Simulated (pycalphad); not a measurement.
**Phase fractions of Al-1.97Mn-6.526Si (wt.%)**

Computed with pycalphad from the COST 507 light-alloy database (1999), at 1 atm. The database dates from 1999; later assessments differ in places, in temperatures and in the compounds included. Amounts are mole fractions of atoms.

```csv
T (°C),liquid,ALMNSI_ALPHA,fcc,diamond (Si)
752,1.000,-,-,-
677,0.998,0.002,-,-
602,0.619,0.047,0.334,-
527,-,0.056,0.897,0.048
452,-,0.056,0.892,0.052
377,-,0.056,0.889,0.055
302,-,0.056,0.888,0.056
227,-,0.056,0.887,0.057
```

Database names, with the compositions (at.%) that they take in these runs: ALMNSI_ALPHA: Al 70 Mn 17 Si 12.
